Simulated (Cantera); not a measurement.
A perfectly stirred reactor is fed with H₂ : O₂ : N₂ = 1 : 0.617 : 2.32 (molar parts), equivalence ratio 0.81, at 62000 Pa; it is adiabatic with a 475 K inlet, and is followed from long to short residence time, starting on the burning branch (τ in s: 0.066, 0.033, 0.017, 0.0083, 0.0042, 0.0021, 0.0011, 0.00053, 0.00027, 0.00013, 6.8e-05).

Model: the H2/O2 subset of GRI-Mech 3.0, which has no nitrogen chemistry, integrated in Cantera.

Task: Predict: blow-out, bracketed by the residence times tried; x(H₂) at τ = 66.0 ms; x(O₂) at τ = 66.0 ms; x(O) at τ = 66.0 ms; x(OH) at τ = 66.0 ms; x(HO₂) at τ = 66.0 ms; x(H₂) at τ = 2.10 ms; x(O₂) at τ = 2.10 ms; x(O) at τ = 2.10 ms; x(OH) at τ = 2.10 ms; x(HO₂) at τ = 2.10 ms.

Result: 
* **blow-out, bracketed by the residence times tried**: burning at 68.0 µs, the shortest tried
* **x(H₂) at τ = 66.0 ms**: 0.00472
* **x(O₂) at τ = 66.0 ms**: 0.0335
* **x(O) at τ = 66.0 ms**: 0.00134
* **x(OH) at τ = 66.0 ms**: 0.00927
* **x(HO₂) at τ = 66.0 ms**: 3.03e-6
* **x(H₂) at τ = 2.10 ms**: 0.0159
* **x(O₂) at τ = 2.10 ms**: 0.0369
* **x(O) at τ = 2.10 ms**: 0.00515
* **x(OH) at τ = 2.10 ms**: 0.0150
* **x(HO₂) at τ = 2.10 ms**: 5.81e-6
